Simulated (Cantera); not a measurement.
Mixture: 35.8 % CO, 1.15 % H2, 13.2 % O2, 49.8 % N2, equivalence ratio 1.4, at 5.00 bar, adiabatic and at constant volume. Ignition delay is the time to a rise of 400 K.

Computed with Cantera and GRI-Mech 3.0 (53 species, 325 reactions). The hydrogen kinetics of GRI-Mech 3.0 are dated; newer H2 mechanisms differ, most at raised pressure. Below about 950 K walls govern HO2 and H2O2 in real vessels.

Q: Predict: delay at 875 K; delay at 975 K; delay at 1075 K; delay at 1175 K; delay at 1275 K; delay at 1375 K; apparent activation energy between 1175 and 1375 K.

A: 
```
Property                                                Value
--------------------------------------------------  ---------
delay at 875 K                                        0.117 s
delay at 975 K                                        5.99 ms
delay at 1075 K                                      0.493 ms
delay at 1175 K                                       74.6 µs
delay at 1275 K                                       29.5 µs
delay at 1375 K                                       17.7 µs
apparent activation energy between 1175 and 1375 K  96 kJ/mol
```
